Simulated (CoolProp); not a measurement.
Ethane along the isobar 14100 kPa: density (kg/m³) from the reference equation and from simpler models built on Tc = 305.3 K, pc = 4872 kPa, ω = 0.099; each cubic takes its own stable root.

The numbers come from the reference Helmholtz-energy equation of state, Bücker 2006 in CoolProp.

```
T (K)          phase  reference
-----  -------------  ---------
301           liquid      399.6
326.4  supercritical      350.1
351.7  supercritical      291.4
377    supercritical      232.9
402.3  supercritical      189.2
427.7  supercritical      160.2
453    supercritical      140.4
478.3  supercritical      125.9
```

How far does each simpler model (van der Waals, Redlich-Kwong) lie from the reference over these 8 states: mean and median of the absolute difference, and the worst?


- van der Waals: mean 11.9 %, median 8.1 %, worst -26.4 % at 301 K and 14100 kPa
- Redlich-Kwong: mean 3.7 %, median 2.6 %, worst -7.7 % at 326.4 K and 14100 kPa
